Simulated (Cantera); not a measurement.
An isothermal plug-flow reactor at 1125 K and 0.220 bar (inlet), inlet velocity 0.82 m/s, active area per volume 120 1/m; feed CH4 : O2 : N2 = 0.0033 : 0.037 : 0.79 (molar parts).

Computed with Cantera and Deutschmann's 1995 Pt surface mechanism with GRI-Mech 3.0 gas chemistry. Catalytic surfaces can have several steady states; this one follows from the mechanism file's or the stated starting coverage. Mass transfer to the wall is taken as infinitely fast.

Question: Predict: x(CH4) at z = 0.0042 m; x(O2) at z = 0.0042 m; x(H2O) at z = 0.0042 m; x(CO2) at z = 0.0042 m; x(CO) at z = 0.0042 m; θ(free Pt) at the exit; θ(O*) at the exit.

Answer: 
- x(CH4) at z = 0.0042 m: 0.00271
- x(O2) at z = 0.0042 m: 0.0421
- x(H2O) at z = 0.0042 m: 0.00251
- x(CO2) at z = 0.0042 m: 0.00125
- x(CO) at z = 0.0042 m: 3.82e-6
- θ(free Pt) at the exit: 0.500
- θ(O*) at the exit: 0.500
